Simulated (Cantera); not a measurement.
A Cantera script and its output.

```python
import numpy as np
import cantera as ct

gas = ct.Solution("gri30.yaml")
gas.TPX = 1250, 1800, {'H2': 0.1, 'O2': 1, 'N2': 0.31}
reactor = ct.IdealGasConstPressureReactor(gas, energy="off", clone=False)
net = ct.ReactorNet([reactor])
net.rtol, net.atol = 1e-08, 1e-18
show = ['H2', 'O2', 'N2O', 'OH', 'H']
times = np.geomspace(4e-06, 30, 10)

steps = ct.SolutionArray(gas, extra=["t"])
rows = []
print(f"{'t/s':>10s}{'T/K':>9s}{'P/Pa':>11s}" + "".join(f"{s:>11s}" for s in show))
for t in times:
    while net.time < t:
        t_next = net.step()
        steps.append(gas.state, t=t_next)
    rows.append([np.interp(t, steps.t, y) for y in (steps.T, steps.P, *steps(*show).X.T)])
    print(f"{t:10.3e}{rows[-1][0]:9.1f}{rows[-1][1]:11.4g}" + "".join(f"{x:11.3e}" for x in rows[-1][2:]))
rate = np.gradient(steps.T, steps.t)
print("integrator steps:", len(steps.t))
if steps.T.max() > steps.T[0] + 200:
    print(f"time of steepest temperature rise: {steps.t[rate.argmax()]:.4e} s")
gas.TPX = 1250, 1800, {'H2': 0.1, 'O2': 1, 'N2': 0.31}
gas.equilibrate("TP")
print(f"equilibrium (TP): T = {gas.T:.1f} K  " + "  ".join(f"{s} {gas[s].X[0]:.3e}" for s in show))
```

Result:

```
       t/s      T/K       P/Pa         H2         O2        N2O         OH          H
 4.000e-06   1250.0       1800  7.092e-02  7.092e-01  7.380e-18  3.324e-11  5.858e-10
 2.322e-05   1250.0       1800  7.092e-02  7.092e-01  4.656e-17  8.527e-10  2.871e-09
 1.349e-04   1250.0       1800  7.092e-02  7.092e-01  4.331e-16  1.825e-08  2.245e-08
 7.830e-04   1250.0       1800  7.067e-02  7.090e-01  3.780e-13  6.884e-05  7.504e-05
 4.546e-03   1250.0       1800  1.727e-03  6.627e-01  2.918e-09  4.842e-03  1.267e-02
 2.640e-02   1250.0       1800  7.386e-04  6.844e-01  4.750e-09  3.203e-03  3.192e-03
 1.533e-01   1250.0       1800  5.309e-05  6.973e-01  8.259e-09  8.648e-04  5.889e-05
 8.899e-01   1250.0       1800  2.394e-06  6.984e-01  1.018e-08  1.854e-04  5.733e-07
 5.167e+00   1250.0       1800  1.996e-07  6.985e-01  1.005e-08  5.385e-05  1.404e-08
 3.000e+01   1250.0       1800  3.199e-08  6.985e-01  6.652e-09  2.161e-05  9.096e-10
integrator steps: 1869
equilibrium (TP): T = 1250.0 K  H2 2.277e-08  O2 6.984e-01  N2O 1.365e-09  OH 1.823e-05  H 5.473e-10
```

Computed with Cantera and GRI-Mech 3.0 (53 species, 325 reactions). Radical loss at walls, strong at low pressure, is not modelled. The temperature is held fixed by assumption; the heat of reaction is taken as removed at once.
